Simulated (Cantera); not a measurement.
A Cantera script and its output.

```python
import numpy as np
import cantera as ct

gas = ct.Solution("gri30.yaml")
gas.TPX = 1775, 39000, {'CO': 1, 'H2': 0.61, 'CH4': 0.86, 'O2': 5.87, 'N2': 22.1, 'CO2': 8.8}
reactor = ct.IdealGasConstPressureReactor(gas, energy="on", clone=False)
net = ct.ReactorNet([reactor])
net.rtol, net.atol = 1e-08, 1e-16
show = ['CO', 'H2', 'CH4', 'HCO', 'CH2CO', 'H', 'N2O']
times = np.geomspace(2e-06, 0.7, 13)

steps = ct.SolutionArray(gas, extra=["t"])
rows = []
print(f"{'t/s':>10s}{'T/K':>9s}{'P/Pa':>11s}" + "".join(f"{s:>11s}" for s in show))
for t in times:
    while net.time < t:
        t_next = net.step()
        steps.append(gas.state, t=t_next)
    rows.append([np.interp(t, steps.t, y) for y in (steps.T, steps.P, *steps(*show).X.T)])
    print(f"{t:10.3e}{rows[-1][0]:9.1f}{rows[-1][1]:11.4g}" + "".join(f"{x:11.3e}" for x in rows[-1][2:]))
rate = np.gradient(steps.T, steps.t)
print("integrator steps:", len(steps.t))
if steps.T.max() > steps.T[0] + 200:
    print(f"time of steepest temperature rise: {steps.t[rate.argmax()]:.4e} s")
gas.TPX = 1775, 39000, {'CO': 1, 'H2': 0.61, 'CH4': 0.86, 'O2': 5.87, 'N2': 22.1, 'CO2': 8.8}
gas.equilibrate("HP")
print(f"equilibrium (HP): T = {gas.T:.1f} K  " + "  ".join(f"{s} {gas[s].X[0]:.3e}" for s in show))
```

Output:

```
       t/s      T/K       P/Pa         CO         H2        CH4        HCO      CH2CO          H        N2O
 2.000e-06   1775.0    3.9e+04  2.548e-02  1.555e-02  2.192e-02  1.141e-11  1.690e-12  4.324e-07  2.207e-12
 5.795e-06   1775.0    3.9e+04  2.548e-02  1.554e-02  2.191e-02  2.518e-11  2.019e-11  8.702e-07  9.118e-12
 1.679e-05   1774.9    3.9e+04  2.548e-02  1.554e-02  2.189e-02  1.821e-10  3.014e-10  2.187e-06  4.722e-11
 4.865e-05   1775.0    3.9e+04  2.549e-02  1.545e-02  2.166e-02  1.292e-08  7.837e-09  1.263e-05  3.088e-10
 1.409e-04   1980.5    3.9e+04  4.687e-02  7.868e-03  5.549e-04  2.206e-05  4.198e-05  3.729e-03  3.192e-08
 4.084e-04   2032.2    3.9e+04  4.367e-02  2.050e-03  3.092e-19  8.642e-09  1.538e-20  3.185e-03  1.494e-07
 1.183e-03   2113.3    3.9e+04  3.607e-02  1.592e-03  1.405e-19  4.291e-09  9.753e-21  1.973e-03  1.703e-07
 3.428e-03   2218.1    3.9e+04  2.513e-02  1.027e-03  7.567e-20  1.380e-09  4.947e-21  9.049e-04  2.038e-07
 9.933e-03   2289.7    3.9e+04  1.697e-02  6.638e-04  6.049e-20  5.336e-10  2.439e-21  4.337e-04  2.237e-07
 2.878e-02   2297.9    3.9e+04  1.583e-02  6.172e-04  5.891e-20  4.654e-10  2.152e-21  3.842e-04  2.250e-07
 8.338e-02   2295.4    3.9e+04  1.568e-02  6.120e-04  5.767e-20  4.548e-10  2.077e-21  3.775e-04  2.274e-07
 2.416e-01   2291.1    3.9e+04  1.542e-02  6.034e-04  5.557e-20  4.374e-10  1.950e-21  3.663e-04  2.378e-07
 7.000e-01   2288.8    3.9e+04  1.528e-02  5.989e-04  5.446e-20  4.284e-10  1.882e-21  3.605e-04  2.462e-07
integrator steps: 1437
time of steepest temperature rise: 1.3236e-04 s
equilibrium (HP): T = 2288.7 K  CO 1.527e-02  H2 5.987e-04  CH4 8.223e-20  HCO 4.281e-10  CH2CO 2.459e-21  H 3.602e-04  N2O 2.466e-07
```

Cantera simulation using GRI-Mech 3.0 (53 species, 325 reactions); the numbers are that mechanism's predictions, not measurements.
